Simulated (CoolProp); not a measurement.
The fluid at 320.04 K and 0.0137 MPa flows at 16 m/s in a round tube of 10 mm bore and 45 µm roughness, fully developed (64/Re and Nu = 3.66 if laminar; Colebrook and Gnielinski if turbulent). The same conditions are run with several fluids, on thermodynamics alone (safety and materials aside).

Values from CoolProp's reference Helmholtz-energy equation of state of each fluid (ethanol: Schroeder 2014; nitrogen: Span 2000; R143a: Lemmon and Jacobsen 2000; benzene: Thol 2012; isobutane: Bücker 2006).

```tsv
fluid	Reynolds number	Darcy friction factor	pressure drop (Pa/m)	heat-transfer coefficient (W/(m² K))	mass flow (kg/h)
ethanol	4050	0.0441	[?]	27.1	1.08
nitrogen	[?]	0.0521	96.2	10.0	0.652
R143a	5820	0.0408	226	[?]	[?]
benzene	7990	0.0384	199	36.6	1.83
isobutane	5970	0.0406	156	43.0	1.36
```

Some entries are withheld; supply them.


- ethanol, pressure drop (Pa/m): 135
- nitrogen, Reynolds number: 1230
- R143a, heat-transfer coefficient (W/(m² K)): 35.8
- R143a, mass flow (kg/h): 1.96

Transport values come from each fluid's own correlations; those of R143a are estimates that may be off by 10 % or more.
